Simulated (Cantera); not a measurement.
Input: 1 mol Fe₃O₄, 1.3 mol CH₄, 0.15 mol H₂, equilibrated at 9.90 bar.

Method: chemical equilibrium by Gibbs-energy minimisation in Cantera with the NASA 1993 tables (ideal gas, pure condensed phases). Candidate condensed phases: C, C₆H₆, C₇H₈, C₈H₁₈, Fe, Fe(CO)₅, FeO, Fe(OH)₂, Fe(OH)₃, Fe₂O₃, Fe₃O₄, H₂O; 114 gas species. Each liquid is taken as pure. Mutual solubility and eutectic melting of coexisting phases are not modelled. The tables' stoichiometric FeO is somewhat more stable than real wüstite, so its field is too wide. FeO: taken at fixed stoichiometry. Rates play no part.

Task: At 2623 K, list the 5 most abundant gas species with their mole fractions, and the condensed phases.

Result: H₂ 0.445, CO 0.295, H₂O 0.220, CO₂ 0.0223, H 0.00893. Condensed: Fe(l) + FeO(l).
